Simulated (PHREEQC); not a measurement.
Consider water at 50 °C with 0.0081 mol/kgw H2SO4, 0.16 mol/kgw ZnSO4 and 0.0051 mol/kgw MnSO4. Closed to the air; pH follows from the charge balance.

All values are PHREEQC results (ion-association model, wateq4f.dat), not measurements.

No solid was allowed to form.

Predict the pH.

pH 2.44.

In which forms is S present?

ZnSO4 37 %, SO4-2 30 %, Zn(SO4)2-2 25 %, HSO4- 6.6 %, MnSO4 1.4 % of the S.

Away from 25 °C the constants follow the database's enthalpies or fits; those with neither stay at their 25 °C values.
